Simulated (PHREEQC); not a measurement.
A solution holds 0.0031 mol Na2S and 0.0019 mol NaHCO3 per kg of water, at 25 °C. Closed to the air; pH follows from the charge balance.

Computed with PHREEQC (ion-association model, phreeqc.dat).

**Question.** The ionic strength comes out as 0.00954 mol/kgw. What activity coefficients do HS-, OH-, HCO3-, Na+, CO3-2 get?

**Answer.** HS- 0.90, OH- 0.90, HCO3- 0.91, Na+ 0.91, CO3-2 0.68.

No solid was allowed to form.
